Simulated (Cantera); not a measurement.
## Equilibrium for boron, boron nitride and boron oxide: B₂O₃ + N₂

Feed: 1 mol B₂O₃, 0.21 mol N₂, equilibrated at 51.0 mbar.

These are equilibrium values from Cantera (NASA tables, ideal gas, pure condensed phases), not measurements of a reactor. Candidate condensed phases: B, BN, B₂O₃; 17 gas species. The numbers say what is thermodynamically allowed, not how fast it happens.

| T (K) | x B₂O₃ | x N₂ | x BO₂ | x BO | x B₂O₂ | x O | x NO | x O₂ | n B₂O₃(l) |
|---|---|---|---|---|---|---|---|---|---|
| 1923 | 0.331 | 0.667 | 0.000850 | 0.000505 | 0.000184 | 1.19e-6 | 9.15e-6 | 5.50e-7 | 0.896 |
| 1973 | 0.596 | 0.401 | 0.00177 | 0.00104 | 0.000385 | 2.79e-6 | 1.29e-5 | 1.35e-6 | 0.687 |
| 2023 | 0.821 | 0.173 | 0.00309 | 0.00186 | 0.000640 | 6.03e-6 | 1.43e-5 | 2.92e-6 | 0 |
| 2073 | 0.819 | 0.173 | 0.00438 | 0.00286 | 0.000805 | 1.19e-5 | 2.22e-5 | 5.46e-6 | 0 |
| 2123 | 0.816 | 0.173 | 0.00613 | 0.00430 | 0.000995 | 2.28e-5 | 3.41e-5 | 1.00e-5 | 0 |
| 2173 | 0.812 | 0.172 | 0.00846 | 0.00630 | 0.00121 | 4.28e-5 | 5.15e-5 | 1.81e-5 | 0 |
| 2223 | 0.806 | 0.172 | 0.0115 | 0.00906 | 0.00145 | 7.83e-5 | 7.66e-5 | 3.20e-5 | 0 |
| 2273 | 0.799 | 0.171 | 0.0155 | 0.0128 | 0.00171 | 0.000140 | 0.000112 | 5.56e-5 | 0 |
| 2323 | 0.789 | 0.170 | 0.0205 | 0.0177 | 0.00199 | 0.000244 | 0.000162 | 9.47e-5 | 0 |
| 2373 | 0.777 | 0.169 | 0.0268 | 0.0241 | 0.00230 | 0.000417 | 0.000231 | 0.000158 | 0 |
x: gas mole fraction; n: condensed amount in mol.

From 1923 K to 1973 K the condensed part is B₂O₃(l). From 2023 K to 2373 K nothing is condensed. The main B-bearing gas is B₂O₃ throughout.
